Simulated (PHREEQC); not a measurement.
HNO3 is added in steps, without added water, to 1 kg of water holding 0.22 mol/kgw KOH, 0.00029 mol/kgw H4SiO4 and 5.3e-06 mol/kgw CO2, at 37 °C. Oxygen alone is held at its pressure in air (log pO2 = -0.68). The system is closed to CO2. The run lets Quartz precipitate or redissolve, and no other solid.

Base run: PHREEQC, ion-association model, wateq4f.dat. Each further column changes one thing. The table gives H3SiO4- (mol/kgw).

```csv
HNO3 added (mol),base,database phreeqc.dat,metal-ligand complexes left out,Debye-Hückel limiting law,Davies equation for every ion
0,9.02e-5,9.14e-5,9.02e-5,5.70e-5,8.44e-5
0.03375,0.000101,0.000102,0.000101,6.51e-5,9.48e-5
0.0675,0.000114,0.000116,0.000114,7.57e-5,0.000108
0.1013,0.000132,0.000133,0.000132,9.06e-5,0.000125
0.135,0.000156,0.000158,0.000156,0.000113,0.000149
0.1688,0.000191,0.000192,0.000191,0.000149,0.000185
0.2025,0.000245,0.000246,0.000245,0.000218,0.000242
0.2362,3.69e-12,7.40e-12,3.69e-12,6.54e-12,3.77e-12
0.27,1.22e-12,2.47e-12,1.22e-12,2.30e-12,1.24e-12
```

Away from 25 °C the constants follow the database's enthalpies or fits; those with neither stay at their 25 °C values. phreeqc.dat and wateq4f.dat share most of their constants, so their agreement is no independent check. Solids allowed in the column 'database phreeqc.dat': SiO2(a).
